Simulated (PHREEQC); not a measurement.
HCl is added in steps, without added water, to 1 kg of water holding 7.9 mmol/kgw KH2PO4, 80 mmol/kgw K2HPO4 and 14 mmol/kgw NaCl, at 25 °C. O2 is buffered at 0.21 atm. CO2 from the air is kept out. Nothing may precipitate in this run.

Base run: PHREEQC, ion-association model, wateq4f.dat. Each further column changes one thing. The table gives H3PO4 (mol/kgw).

| HCl added (mol) | base | K2HPO4 left out | 0.016 mol/kgw CsCl added | temperature from 25 to 15 °C | solids may form |
|---|---|---|---|---|---|
| 0 | 1.43e-8 | (withheld) | 1.44e-8 | 1.19e-8 | 1.43e-8 |
| 0.0125 | 1.13e-7 | 0.00384 | 1.13e-7 | 9.31e-8 | 1.13e-7 |
| 0.025 | 3.58e-7 | 0.00533 | 3.60e-7 | 2.96e-7 | 3.58e-7 |
| 0.05 | 2.01e-6 | 0.00642 | 2.03e-6 | 1.67e-6 | 2.01e-6 |
| 0.0625 | 5.07e-6 | 0.00667 | 5.11e-6 | 4.20e-6 | 5.07e-6 |
| 0.075 | 2.43e-5 | 0.00684 | 2.45e-5 | 2.02e-5 | 2.43e-5 |
| 0.0875 | 0.00657 | 0.00697 | 0.00656 | (withheld) | 0.00657 |
| 0.1125 | 0.0272 | 0.00715 | 0.0271 | 0.0267 | 0.0272 |
| 0.125 | 0.0366 | 0.00721 | 0.0365 | 0.0358 | 0.0366 |
| 0.1375 | 0.0450 | (withheld) | 0.0449 | 0.0441 | 0.0450 |
| 0.15 | 0.0524 | (withheld) | 0.0522 | 0.0512 | 0.0524 |
| 0.175 | 0.0635 | 0.00738 | 0.0634 | 0.0622 | 0.0635 |
| 0.1875 | 0.0674 | 0.00741 | 0.0673 | 0.0661 | 0.0674 |
| 0.2 | 0.0705 | 0.00743 | 0.0703 | 0.0691 | 0.0705 |

Problem. Some entries are withheld; supply them.

Solution. 
- 0, K2HPO4 left out: 1.89e-5
- 0.0875, temperature from 25 to 15 °C: 0.00647
- 0.1375, K2HPO4 left out: 0.00726
- 0.15, K2HPO4 left out: 0.00731

H3PO4, which wateq4f.dat lacks, is added to it with the constant of phreeqc.dat. Solids allowed in the column 'solids may form': Halite.
